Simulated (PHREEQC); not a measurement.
**Reverse-osmosis permeate**

Model water analysis in mmol/kgw, 55 °C, pH 5.64, pe 11.1: Na 0.106; K 0.0175; Ca 0.0216; Mg 0.0691; Cl 0.174; S(6) 0.0906; Alkalinity (meq/kgw) 0.0439; Ni 0.00417.

Valence states are taken as typed.

Computed with PHREEQC (ion-association model, wateq4f.dat).

| Quantity | Value |
|---|---|
| ionic strength | 0.000533 mol/kgw |
| charge-balance error | -12.2 % |

```json
[
 {"species": "CO2", "molality": "0.000199", "activity": "0.000199", "log γ": "0.000"},
 {"species": "Cl-", "molality": "0.000174", "activity": "0.000169", "log γ": "-0.012"},
 {"species": "Na+", "molality": "0.000106", "activity": "0.000103", "log γ": "-0.012"},
 {"species": "SO4-2", "molality": "8.78e-5", "activity": "7.86e-5", "log γ": "-0.048"},
 {"species": "Mg+2", "molality": "6.68e-5", "activity": "5.99e-5", "log γ": "-0.048"},
 {"species": "HCO3-", "molality": "4.61e-5", "activity": "4.48e-5", "log γ": "-0.012"}
]
```

Precipitation was switched off in this run. At this temperature some constants are extrapolated from 25 °C, and those without enthalpy data are left unchanged.
